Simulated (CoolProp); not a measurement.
Vapour-liquid equilibrium of propane (1) + R114 (2) at 1 MPa; x and y are mole fractions of (1).

The numbers come from the multi-fluid Helmholtz-energy mixture model, Lemmon 2009 and Platzer 1990; pair parameters Bell 2016 in CoolProp. This equation is an older, rougher fit; its heat capacities, sound speeds and derivatives of the liquid may be far off and weren't checked against measurements.

```csv
x,bubble temperature (K),y at the bubble point,dew temperature at overall composition x (K),liquid density (mol/L)
0.05,350.7,0.136,354.3,7.502
0.2,336.4,0.438,347.9,8.064
0.35,325.8,0.624,340.8,8.587
0.5,317.8,0.748,333.0,9.102
0.65,311.5,0.838,324.2,9.635
0.8,306.2,0.912,314.3,10.21
0.95,301.6,0.978,303.6,10.86
```

No azeotrope shows between x = 0.05 and 0.95.

Pair parameters are fitted to limited data, so mixtures are less certain than the pure fluids.
